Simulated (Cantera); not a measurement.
A closed system holds: 1 mol Fe₂O₃, 0.022 mol Cl₂, 0.13 mol H₂, equilibrated at 0.133 bar.

Points: T (K) = 723, 798, 873, 948, 1023, 1098, 1173, 1248, 1323, 1398.

Cantera's Mixture.equilibrate('TP', solver="vcs", rtol=1e-11, max_steps=5000) on the NASA tables stopped like this:

```
*******************************************************************************
CanteraError thrown by VCS_SOLVE::solve_tp_inner:
vcs_solve_TP: ERROR on step change wt[23:FeCL3(L)]: -8.673617379884035e-19 < 0.0
*******************************************************************************
```

**Question.** What got this run through?

**Answer.** Several could match; the one computed here: The failure is numerical, not chemical. The same input converged with solver="gibbs", rtol=1e-10, max_steps=50000, and the result passed a check of the equilibrium conditions:
```
log10 of partial pressures in bar; condensed amounts in mol
       T/K       H2O       HCL        O2     FeCL2        CL  Fe2O3(s)  Fe3O4(s)
       723    -1.024    -1.414   -20.212    -6.150   -11.489     0.676     0.216
       798    -1.024    -1.414   -16.908    -5.589   -10.024     0.676     0.216
       873    -1.023    -1.414   -14.165    -5.140    -8.808     0.676     0.216
       948    -1.023    -1.414   -11.867    -4.771    -7.786     0.676     0.216
      1023    -1.023    -1.414    -9.926    -4.462    -6.919     0.676     0.216
      1098    -1.023    -1.415    -8.266    -4.198    -6.173    0.6761    0.2159
      1173    -1.023    -1.416    -6.827    -3.972    -5.526    0.6761    0.2159
      1248    -1.023    -1.418    -5.567    -3.777    -4.957    0.6761    0.2158
      1323    -1.022    -1.420    -4.454    -3.609    -4.455     0.676    0.2159
      1398    -1.023    -1.424    -3.462    -3.466    -4.008    0.6738    0.2173
```

The gas is ideal and each condensed phase is pure. Mutual solubility and eutectic melting of coexisting phases are not modelled. Condensed phases not in the tables: FeOCl.
